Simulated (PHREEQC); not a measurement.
Make-up at 25 °C: 0.8 mol MgSO4 and 1.7 mol NaCl per kg of water. Closed to the air; pH follows from the charge balance.

All values are PHREEQC results (Pitzer model, pitzer.dat), not measurements.

| quantity | before | after |
|---|---|---|
| MgOH+ (mol/kgw) | 1.41e-6 | 1.29e-6 |
| HSO4- (mol/kgw) | 1.06e-6 | 9.55e-7 |
| SI of Mirabilite (Na2SO4:10H2O) | -0.76 | -1.18 |
| SI of Epsomite (MgSO4:7H2O) | -0.85 | -0.85 |

Task: Which change was made?
(A) MgSO4 from 0.8 to 1.6 mol/kgw
(B) NaCl from 1.7 to 0.85 mol/kgw
(C) temperature from 25 to 45 °C

Result: B, NaCl from 1.7 to 0.85 mol/kgw

Precipitation was switched off in this run.
